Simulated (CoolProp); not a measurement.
Vapour-liquid equilibrium of propane (1) + R152A (2) at 216 kPa; x and y are mole fractions of (1).

Model: multi-fluid Helmholtz-energy mixture model, Lemmon 2009 and Outcalt 1996; pair parameters Bell 2016, in CoolProp.

```json
[
 {"x": "0.05", "bubble temperature, mixture model (°C)": "-11.4", "bubble temperature, Raoult's law (°C)": "-6.6", "y, mixture model": "0.232", "y, Raoult's law": "0.089"},
 {"x": "0.15", "bubble temperature, mixture model (°C)": "-18.8", "bubble temperature, Raoult's law (°C)": "-8.7", "y, mixture model": "0.470", "y, Raoult's law": "0.250"},
 {"x": "0.25", "bubble temperature, mixture model (°C)": "-22.5", "bubble temperature, Raoult's law (°C)": "-10.8", "y, mixture model": "0.576", "y, Raoult's law": "0.389"},
 {"x": "0.35", "bubble temperature, mixture model (°C)": "-24.4", "bubble temperature, Raoult's law (°C)": "-12.8", "y, mixture model": "0.631", "y, Raoult's law": "0.510"},
 {"x": "0.45", "bubble temperature, mixture model (°C)": "-25.4", "bubble temperature, Raoult's law (°C)": "-14.6", "y, mixture model": "0.664", "y, Raoult's law": "0.616"},
 {"x": "0.55", "bubble temperature, mixture model (°C)": "-25.9", "bubble temperature, Raoult's law (°C)": "-16.4", "y, mixture model": "0.689", "y, Raoult's law": "0.707"},
 {"x": "0.65", "bubble temperature, mixture model (°C)": "-26.2", "bubble temperature, Raoult's law (°C)": "-18.1", "y, mixture model": "0.714", "y, Raoult's law": "0.788"},
 {"x": "0.75", "bubble temperature, mixture model (°C)": "-26.4", "bubble temperature, Raoult's law (°C)": "-19.7", "y, mixture model": "0.748", "y, Raoult's law": "0.858"},
 {"x": "0.85", "bubble temperature, mixture model (°C)": "-26.1", "bubble temperature, Raoult's law (°C)": "-21.2", "y, mixture model": "0.802", "y, Raoult's law": "0.920"},
 {"x": "0.95", "bubble temperature, mixture model (°C)": "-24.8", "bubble temperature, Raoult's law (°C)": "-22.7", "y, mixture model": "0.908", "y, Raoult's law": "0.975"}
]
```

The largest gap from Raoult's law is -11.7 K in bubble temperature, at x = 0.25. y crosses x between x = 0.65 and 0.75: the model has an azeotrope there.

The pair parameters rest on a limited set of measurements; away from them the model extrapolates.
